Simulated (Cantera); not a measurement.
An isothermal, constant-pressure homogeneous reactor starts with CH4 : O2 : N2 = 0.0051 : 0.0085 : 1 (molar parts), equivalence ratio 1.2, at 1223 K and 18.8 atm. Integrator tolerance rtol = 1e-08.

Cantera simulation using GRI-Mech 3.0 (53 species, 325 reactions); the numbers are that mechanism's predictions, not measurements. The pressure lies above the range GRI-Mech 3.0 was tuned for (to about 10 atm).

Task: What does this change do: O2 0.0085 to 0.0038 parts?

Result: 
| quantity | before | after |
|---|---|---|
| x(CH4) at 3.00 s | 3.11e-5 (gas-phase equilibrium 1.27e-10) | 0.00172 (gas-phase equilibrium 1.27e-7) |
| x(O2) at 3.00 s | 5.28e-7 (gas-phase equilibrium <1e-12) | 5.01e-6 (gas-phase equilibrium <1e-12) |
| x(H2O) at 3.00 s | 0.00911 (gas-phase equilibrium 0.00804) | 0.00413 (gas-phase equilibrium 0.00181) |
| x(C2H) at 3.00 s | <1e-12 (gas-phase equilibrium <1e-12) | <1e-12 (gas-phase equilibrium <1e-12) |
| x(NO2) at 3.00 s | <1e-12 (gas-phase equilibrium <1e-12) | <1e-12 (gas-phase equilibrium <1e-12) |
